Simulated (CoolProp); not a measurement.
The numbers come from the reference Helmholtz-energy equation of state, Akasaka 2020 in CoolProp.

**Question.** Give the vapour pressure (kPa), liquid density (kg/m³), vapour density (kg/m³), enthalpy of vaporisation (kJ/kg) of saturated R1123 at 296.5, 300.3, 304 K.

**Answer.** 
```csv
T (K),p (kPa),liquid density (kg/m³),vapour density (kg/m³),enthalpy of vaporisation (kJ/kg)
296.5,2040,1010,96.5,141
300.3,2240,985,108,135
304,2450,962,121,128
```
